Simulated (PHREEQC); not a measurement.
Dissolve 1.1 mol/kgw HCl, 0.17 mol/kgw MgSO4 and 0.2 mol/kgw NaCl at 70 °C. Closed to the air; pH follows from the charge balance.

The numbers come from PHREEQC with the Pitzer model, pitzer.dat.

This is a speciation only: nothing precipitates in the calculation.

### Question
What pH, density, ionic strength does the model give?

### Answer
pH -0.01; density 1.020 g/cm³; ionic strength 1.68 mol/kgw.

### Question
In which forms is S present?

### Answer
HSO4- 89 %, SO4-2 11 % of the S.

Complexes and solids missing from the database can't appear. In brines, pH and single-ion activities rest on the MacInnes convention. At this temperature some constants are extrapolated from 25 °C, and those without enthalpy data are left unchanged.
